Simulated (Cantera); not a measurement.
Input: 1 mol SiH₄, 0.4 mol CH₄, 230 mol H₂, 0.0078 mol C₂H₂, held at 1.00 bar.

Cantera equilibrium calculation (NASA polynomials, part measured and part estimated; ideal gas, pure solids and liquids). Candidate condensed phases: C, C₆H₆, C₇H₈, C₈H₁₈, Si, SiC; 87 gas species. Mutual solubility and eutectic melting of coexisting phases are not modelled. Gases not in the tables: Si₂H₆ and higher silanes. The numbers say what is thermodynamically allowed, not how fast it happens.

Problem. What share of the Si ends up in condensed phases as a function of T (K), at 1600, 1700, 1800, 1900, 2000, 2100, 2200, 2300, 2400, 2500, 2600?

Solution. 
```tsv
T (K)	Si condensed (%)	as
1600	99.8	Si(s) + SiC(s)
1700	99.6	Si(l) + SiC(s)
1800	99.1	Si(l) + SiC(s)
1900	98.0	Si(l) + SiC(s)
2000	95.7	Si(l) + SiC(s)
2100	90.6	Si(l) + SiC(s)
2200	79.3	Si(l) + SiC(s)
2300	54.7	Si(l) + SiC(s)
2400	18.7	SiC(s)
2500	0.0	-
2600	0.0	-
```
